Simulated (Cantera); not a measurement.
Mixture: C3H8 : O2 : N2 = 1 : 3.12 : 11.8 (molar parts), equivalence ratio 1.6, at 1.01 bar, adiabatic and at constant volume. Ignition delay is the time to a rise of 400 K.

Model: GRI-Mech 3.0 (53 species, 325 reactions), integrated in Cantera. GRI-Mech 3.0 was tuned for natural gas; its chemistry of propane as a main component is partial and can be far from experiment.

**Question.** What does this change do: N2 11.8 to 30 parts?

**Answer.** 
```csv
quantity,before,after
delay at 1050 K,0.174 s,0.335 s
delay at 1200 K,5.87 ms,10.9 ms
delay at 1350 K,0.429 ms,0.817 ms
delay at 1500 K,73.0 µs,0.139 ms
delay at 1650 K,23.3 µs,44.0 µs
apparent activation energy between 1575 and 1725 K,140 kJ/mol,140 kJ/mol
```
